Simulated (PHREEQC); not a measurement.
Dissolve 140 mmol/kgw H2SO4 and 0.19 mmol/kgw NiSO4 at 20 °C. Closed to the air; pH follows from the charge balance.

The numbers come from PHREEQC with the ion-association model, wateq4f.dat.

### Question
The ionic strength comes out as 0.189 mol/kgw. What activity coefficients do SO4-2, H+, HSO4-, Ni+2 get?

### Answer
SO4-2 0.30, H+ 0.80, HSO4- 0.73, Ni+2 0.32.

No solid was allowed to form.
